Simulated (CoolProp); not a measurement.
Vapour-liquid equilibrium of C3F8 (R218) (1) + c-C4F8 (RC318) (2) at 256.9 K; x and y are mole fractions of (1).

Computed with CoolProp (multi-fluid Helmholtz-energy mixture model, Lemmon 2006 and Platzer 1990; pair parameters Bell 2016). This equation is an older, rougher fit; its heat capacities, sound speeds and derivatives of the liquid may be far off and weren't checked against measurements.

```json
[
 {"x": "0.05", "bubble pressure, mixture model (MPa)": "0.06720", "bubble pressure, Raoult's law (MPa)": "0.07340", "y, mixture model": "0.084", "y, Raoult's law": "0.160"},
 {"x": "0.125", "bubble pressure, mixture model (MPa)": "0.07225", "bubble pressure, Raoult's law (MPa)": "0.08620", "y, mixture model": "0.223", "y, Raoult's law": "0.342"},
 {"x": "0.2", "bubble pressure, mixture model (MPa)": "0.07933", "bubble pressure, Raoult's law (MPa)": "0.09900", "y, mixture model": "0.363", "y, Raoult's law": "0.476"},
 {"x": "0.275", "bubble pressure, mixture model (MPa)": "0.08846", "bubble pressure, Raoult's law (MPa)": "0.1118", "y, mixture model": "0.495", "y, Raoult's law": "0.579"},
 {"x": "0.35", "bubble pressure, mixture model (MPa)": "0.09957", "bubble pressure, Raoult's law (MPa)": "0.1246", "y, mixture model": "0.609", "y, Raoult's law": "0.662"},
 {"x": "0.425", "bubble pressure, mixture model (MPa)": "0.1124", "bubble pressure, Raoult's law (MPa)": "0.1374", "y, mixture model": "0.704", "y, Raoult's law": "0.729"},
 {"x": "0.5", "bubble pressure, mixture model (MPa)": "0.1268", "bubble pressure, Raoult's law (MPa)": "0.1502", "y, mixture model": "0.779", "y, Raoult's law": "0.784"},
 {"x": "0.575", "bubble pressure, mixture model (MPa)": "0.1422", "bubble pressure, Raoult's law (MPa)": "0.1630", "y, mixture model": "0.839", "y, Raoult's law": "0.831"},
 {"x": "0.65", "bubble pressure, mixture model (MPa)": "0.1584", "bubble pressure, Raoult's law (MPa)": "0.1758", "y, mixture model": "0.886", "y, Raoult's law": "0.871"},
 {"x": "0.725", "bubble pressure, mixture model (MPa)": "0.1750", "bubble pressure, Raoult's law (MPa)": "0.1886", "y, mixture model": "0.922", "y, Raoult's law": "0.905"},
 {"x": "0.8", "bubble pressure, mixture model (MPa)": "0.1917", "bubble pressure, Raoult's law (MPa)": "0.2014", "y, mixture model": "0.950", "y, Raoult's law": "0.936"},
 {"x": "0.875", "bubble pressure, mixture model (MPa)": "0.2083", "bubble pressure, Raoult's law (MPa)": "0.2142", "y, mixture model": "0.972", "y, Raoult's law": "0.962"},
 {"x": "0.95", "bubble pressure, mixture model (MPa)": "0.2247", "bubble pressure, Raoult's law (MPa)": "0.2270", "y, mixture model": "0.990", "y, Raoult's law": "0.986"}
]
```

The largest gap from Raoult's law is -20.9 % in bubble pressure, at x = 0.275. No azeotrope shows between x = 0.05 and 0.95.

The pair parameters rest on a limited set of measurements; away from them the model extrapolates.
